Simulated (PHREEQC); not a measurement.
Make-up at 56 °C: 0.0015 mol HF, 0.00021 mol (NH4)2SiF6 and 0.00077 mol HBF4 per kg of water. Closed to the air; pH follows from the charge balance.

Computed with PHREEQC (ion-association model, phreeqc.dat).

```
quantity                    before     after
------------------------  --------  --------
pH                            2.96      2.94
ionic strength (mol/kgw)   0.00164   0.00123
HF (mol/kgw)               0.00337   0.00301
F- (mol/kgw)               0.00119   0.00102
H3BO3 (mol/kgw)           0.000522  0.000588
BF4- (mol/kgw)            0.000170  0.000118
SI of Quartz (SiO2)          -0.26     -1.19
```

**Question.** What was changed between the two runs?
(A) (NH4)2SiF6 from 0.00021 to 0.000231 mol/kgw
(B) 3e-05 mol/kgw Ca(OH)2 added
(C) HF from 0.0015 to 0.00225 mol/kgw
(D) diluted 10-fold with water
(E) (NH4)2SiF6 from 0.00021 to 2.1e-05 mol/kgw

**Answer.** E, (NH4)2SiF6 from 0.00021 to 2.1e-05 mol/kgw

No solid was allowed to form. Away from 25 °C the constants follow the database's enthalpies or fits; those with neither stay at their 25 °C values. SiF6-2 is the database's only silicon fluoride. Real BF4- forms and hydrolyses slowly; the run takes it at equilibrium.
